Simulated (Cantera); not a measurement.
Stirred combustor or abatement burner

A perfectly stirred reactor is fed with CH4 : O2 : N2 : H2O = 1 : 1.4 : 7.67 : 0.72 (molar parts), equivalence ratio 1.4, at 8.39 atm; it is adiabatic with a 448 K inlet, and is followed from long to short residence time, starting on the burning branch (τ in s: 0.16, 0.066, 0.027, 0.011, 0.0046, 0.0019, 0.00078, 0.00032, 0.00013, 5.5e-05, 2.2e-05, 9.2e-06, 3.8e-06).

Model: GRI-Mech 3.0 (53 species, 325 reactions), integrated in Cantera.

```
τ (s)    T (K)    x CH4      x O2   x H2O    x N2O    x C2H      x O   x CO2
-------  -----  -------  --------  ------  -------  -------  -------  ------
0.16      1704  0.00677  0.000557   0.191  2.30e-9  5.17e-9  3.24e-8  0.0455
0.066     1704  0.00802   0.00116   0.192  4.97e-9  7.57e-9  7.33e-8  0.0453
0.027     1695  0.00911   0.00234   0.193  1.10e-8  9.71e-9  1.69e-7  0.0440
0.011     1671   0.0102   0.00461   0.193  2.54e-8  1.03e-8  3.98e-7  0.0409
0.0046    1618   0.0119   0.00948   0.190  6.20e-8  7.04e-9  9.22e-7  0.0349
0.0019     448   0.0927     0.130  0.0667   <1e-12   <1e-12   <1e-12  <1e-12
0.00078    448   0.0927     0.130  0.0667   <1e-12   <1e-12   <1e-12  <1e-12
0.00032    448   0.0927     0.130  0.0667   <1e-12   <1e-12   <1e-12  <1e-12
0.00013    448   0.0927     0.130  0.0667   <1e-12   <1e-12   <1e-12  <1e-12
5.5e-5     448   0.0927     0.130  0.0667   <1e-12   <1e-12   <1e-12  <1e-12
2.2e-5     448   0.0927     0.130  0.0667   <1e-12   <1e-12   <1e-12  <1e-12
9.2e-6     448   0.0927     0.130  0.0667   <1e-12   <1e-12   <1e-12  <1e-12
3.8e-6     448   0.0927     0.130  0.0667   <1e-12   <1e-12   <1e-12  <1e-12
```
x: mole fraction; the columns are a selection and need not sum to one.
